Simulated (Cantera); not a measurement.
An isothermal, constant-pressure homogeneous reactor starts with 7.69 % C2H6, 92.3 % H2, at 1375 K and 0.0900 Torr.

Model: GRI-Mech 3.0 (53 species, 325 reactions), integrated in Cantera. GRI-Mech 3.0 stops at C3 and has no aromatics, soot or wall deposition, so with more carbon than oxygen in the feed, carbon stays in small species such as C2H2 where larger ones or solid carbon would form. Radical loss at walls, strong at low pressure, is not modelled.

One state of this run: x C2H6 = 9.39e-5; x H2 = 0.882; x H = 0.000863; x C2H4 = 0.0194; x CH4 = 0.0850. x: mole fraction; the columns are a selection and need not sum to one.

Task: Which value of t (s) does it belong to?
A. 0.0641
B. 3.58
C. 0.936
D. 200

Result: C, 0.936
